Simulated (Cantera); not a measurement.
# SiHCl3 + N2 + NH3 (silicon nitride deposition)

Charge: 1 mol SiHCl3, 3.1 mol N2, 26 mol NH3, at 0.683 Torr.

Equilibrium computed with Cantera from the NASA thermochemical tables; the gas is ideal and each condensed phase is pure. Candidate condensed phases: NH4Cl, Si, Si3N4; 28 gas species. The tables' values for SiCl, SiCl3, SiN are old estimates; treat these amounts as uncertain. Gases not in the tables: Si2H6 and higher silanes. Rates play no part.

```json
[
 {"T (K)": "948", "log p H2": "-3.21", "log p N2": "-3.60", "log p HCl": "-4.32", "log p SiCl2": "-10.74", "n Si3N4(s)": "0.333", "n Si(s)": "0", "n Si(l)": "0"},
 {"T (K)": "1048", "log p H2": "-3.21", "log p N2": "-3.60", "log p HCl": "-4.32", "log p SiCl2": "-9.34", "n Si3N4(s)": "0.333", "n Si(s)": "0", "n Si(l)": "0"},
 {"T (K)": "1148", "log p H2": "-3.21", "log p N2": "-3.60", "log p HCl": "-4.32", "log p SiCl2": "-8.19", "n Si3N4(s)": "0.333", "n Si(s)": "0", "n Si(l)": "0"},
 {"T (K)": "1248", "log p H2": "-3.21", "log p N2": "-3.60", "log p HCl": "-4.32", "log p SiCl2": "-7.23", "n Si3N4(s)": "0.332", "n Si(s)": "0", "n Si(l)": "0"},
 {"T (K)": "1348", "log p H2": "-3.21", "log p N2": "-3.60", "log p HCl": "-4.32", "log p SiCl2": "-6.43", "n Si3N4(s)": "0.326", "n Si(s)": "0", "n Si(l)": "0"},
 {"T (K)": "1448", "log p H2": "-3.21", "log p N2": "-3.60", "log p HCl": "-4.35", "log p SiCl2": "-5.78", "n Si3N4(s)": "0.299", "n Si(s)": "0", "n Si(l)": "0"},
 {"T (K)": "1548", "log p H2": "-3.21", "log p N2": "-3.60", "log p HCl": "-4.42", "log p SiCl2": "-5.32", "n Si3N4(s)": "0.232", "n Si(s)": "0", "n Si(l)": "0"},
 {"T (K)": "1648", "log p H2": "-3.21", "log p N2": "-3.59", "log p HCl": "-4.47", "log p SiCl2": "-5.17", "n Si3N4(s)": "0", "n Si(s)": "0.552", "n Si(l)": "0"},
 {"T (K)": "1748", "log p H2": "-3.22", "log p N2": "-3.59", "log p HCl": "-4.47", "log p SiCl2": "-5.19", "n Si3N4(s)": "0", "n Si(s)": "0", "n Si(l)": "0.479"}
]
```
log p: log10 of the partial pressure in bar; n: condensed amount in mol.

From 948 K to 1548 K the condensed part is Si3N4(s). At 1648 K the condensed part is Si(s). At 1748 K the condensed part is Si(l). The main Si-bearing gas is SiCl4 at 948 K and SiCl2 at 1748 K.
